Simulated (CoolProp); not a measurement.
Values from CoolProp's reference Helmholtz-energy equation of state, Lemmon 2006. It is a short technical equation, of lower accuracy than the large ones.

Task: Give the vapour pressure (MPa), liquid density (kg/m³), vapour Z, surface tension (mN/m) of saturated C3F8 (R218) at 225.9, 252.7 K.

Result: 
```csv
T (K),p (MPa),liquid density (kg/m³),vapour Z,surface tension (mN/m)
225.9,0.0615,1650,0.962,11.8
252.7,0.201,1550,0.916,8.61
```

Surface tension comes from a separate correlation (Mulero 2012).
